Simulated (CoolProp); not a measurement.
CH2F2 (R32) at 298.15 K and 2.6 MPa flows at 19 m/s in a round tube of 10 mm bore and 0.25 µm roughness, fully developed (64/Re and Nu = 3.66 if laminar; Colebrook and Gnielinski if turbulent). Each further row changes one setting.

Model: reference Helmholtz-energy equation of state, Tillner-Roth 1997, in CoolProp.

| case | Reynolds number | Darcy friction factor | pressure drop (Pa/m) | heat-transfer coefficient (W/(m² K)) | mass flow (kg/h) |
|---|---|---|---|---|---|
| as stated | 1620000 | 0.0115 | 200000 | 42600 | 5190 |
| velocity 38 m/s | 3230000 | 0.0106 | 743000 | 79600 | 10400 |
| diameter 20 mm | 3230000 | 0.0102 | 88800 | 38200 | 20800 |

Viscosity comes from a separate model (Bell 2016), an estimate that may be off by 10 % or more. Thermal conductivity comes from a separate model (Huber 2003), an estimate that may be off by 10 % or more.
